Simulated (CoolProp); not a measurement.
Values from CoolProp's reference Helmholtz-energy equation of state, Smukala 2000.

Q: For ethylene, give the phase and the Joule-Thomson coefficient (K/MPa) at 450 K and 63 bar; 450 K and 94.5 bar; 450 K and 378 bar.

A: 
- 450 K and 63 bar: supercritical; Joule-Thomson coefficient 3.29
- 450 K and 94.5 bar: supercritical; Joule-Thomson coefficient 3.03
- 450 K and 378 bar: supercritical; Joule-Thomson coefficient 0.418
